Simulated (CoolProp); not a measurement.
Vapour-liquid equilibrium of R125 (1) + fluoroethane (R161) (2) at 313.6 K; x and y are mole fractions of (1).

Values from CoolProp's multi-fluid Helmholtz-energy mixture model, Lemmon 2005 and Wu 2012; pair parameters Bell 2016.

```json
[
 {"x": "0.05", "bubble pressure (MPa)": "1.403", "y at the bubble point": "0.062", "dew pressure at overall composition x (MPa)": "1.398", "liquid density (mol/L)": "13.76"},
 {"x": "0.15", "bubble pressure (MPa)": "1.460", "y at the bubble point": "0.188", "dew pressure at overall composition x (MPa)": "1.441", "liquid density (mol/L)": "13.19"},
 {"x": "0.25", "bubble pressure (MPa)": "1.528", "y at the bubble point": "0.309", "dew pressure at overall composition x (MPa)": "1.493", "liquid density (mol/L)": "12.62"},
 {"x": "0.35", "bubble pressure (MPa)": "1.602", "y at the bubble point": "0.423", "dew pressure at overall composition x (MPa)": "1.553", "liquid density (mol/L)": "12.07"},
 {"x": "0.45", "bubble pressure (MPa)": "1.679", "y at the bubble point": "0.527", "dew pressure at overall composition x (MPa)": "1.621", "liquid density (mol/L)": "11.54"},
 {"x": "0.55", "bubble pressure (MPa)": "1.755", "y at the bubble point": "0.622", "dew pressure at overall composition x (MPa)": "1.697", "liquid density (mol/L)": "11.03"},
 {"x": "0.65", "bubble pressure (MPa)": "1.828", "y at the bubble point": "0.709", "dew pressure at overall composition x (MPa)": "1.778", "liquid density (mol/L)": "10.54"},
 {"x": "0.75", "bubble pressure (MPa)": "1.896", "y at the bubble point": "0.792", "dew pressure at overall composition x (MPa)": "1.862", "liquid density (mol/L)": "10.07"},
 {"x": "0.85", "bubble pressure (MPa)": "1.957", "y at the bubble point": "0.873", "dew pressure at overall composition x (MPa)": "1.940", "liquid density (mol/L)": "9.634"},
 {"x": "0.95", "bubble pressure (MPa)": "2.009", "y at the bubble point": "0.956", "dew pressure at overall composition x (MPa)": "2.005", "liquid density (mol/L)": "9.228"}
]
```

No azeotrope shows between x = 0.05 and 0.95.

The pair parameters rest on a limited set of measurements; away from them the model extrapolates. The gap from Raoult's law changes sign with composition, which may be real or a fault of the pair parameters; it wasn't checked against measurements.
